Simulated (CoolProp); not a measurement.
Isohexane at several states: fugacity coefficient from the reference equation and from simpler models built on Tc = 224.6 °C, pc = 3043 kPa, ω = 0.280; each cubic takes its own stable root.

Values from CoolProp's reference Helmholtz-energy equation of state, Lemmon 2006. It is a short technical equation, of lower accuracy than the large ones.

```tsv
T (°C)	p (kPa)	phase	reference
-141.35	14200	liquid	9.237e-11
127.15	238	gas	0.9431
-57.45	10000	liquid	3.601e-5
```

Task: How far does each simpler model (Soave-Redlich-Kwong, Peng-Robinson) lie from the reference over these 3 states: mean and median of the absolute difference, and the worst?

Result: 
- Soave-Redlich-Kwong: mean 19.7 %, median 4.6 %, worst +54.1 % at -141.35 °C and 14200 kPa
- Peng-Robinson: mean 48.9 %, median 11.7 %, worst +135.0 % at -141.35 °C and 14200 kPa
